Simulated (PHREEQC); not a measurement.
**Ultrapure water in contact with air or piping (model solution)**

Synthetic water in mmol/kgw, 25 °C, pH 5.96, pe 12.9: Na 0.000234; K 0.000108; Ca 0.000642; Mg 0.00108; Cl 1.87e-05; S(6) 0.000671; Alkalinity (meq/kgw) 0.00239; B 2.14e-05; Zn 2.11e-06; Pb 3.06e-06.

Valence states are taken as typed.

The numbers come from PHREEQC with the ion-association model, phreeqc.dat.

Each row changes one thing in this solution. This is a speciation only: nothing precipitates in the calculation.

```
case                                               ionic strength (mol/kgw)  CO2 (mol/kgw)  HCO3- (mol/kgw)  MgSO4 (mol/kgw)  CO3-2 (mol/kgw)  CaSO4 (mol/kgw)  SI of Pb(OH)2 (Pb(OH)2)  SI of Anglesite (PbSO4)
-------------------------------------------------  ------------------------  -------------  ---------------  ---------------  ---------------  ---------------  -----------------------  -----------------------
as made                                                             7.27e-6        8.55e-6          3.48e-6         1.65e-10         1.50e-10         7.46e-11                    -4.76                    -6.92
pH from 5.96 to 5.66 at the same alkalinity                         8.37e-6            ___          4.58e-6         1.65e-10         9.92e-11         7.45e-11                    -5.36                    -6.92
temperature from 25 to 55 °C at the same typed pH                   7.27e-6        7.23e-6          3.42e-6              ___         2.20e-10         9.14e-11                    -3.82                    -7.06
pH from 5.96 to 6.96 at the same alkalinity                             ___        5.91e-7          2.40e-6         1.66e-10          1.04e-9         7.48e-11                    -2.83                    -6.99
Na from 0.000234 to 0.000117 mmol/kgw                                   ___        8.55e-6          3.48e-6         1.66e-10         1.50e-10         7.47e-11                    -4.76                    -6.92
```

What belongs in the gaps?


- pH from 5.96 to 5.66 at the same alkalinity, CO2 (mol/kgw): 2.25e-5
- temperature from 25 to 55 °C at the same typed pH, MgSO4 (mol/kgw): 3.33e-10
- pH from 5.96 to 6.96 at the same alkalinity, ionic strength (mol/kgw): 6.28e-6
- Na from 0.000234 to 0.000117 mmol/kgw, ionic strength (mol/kgw): 7.21e-6

Constants without temperature data keep their 25 °C values here.
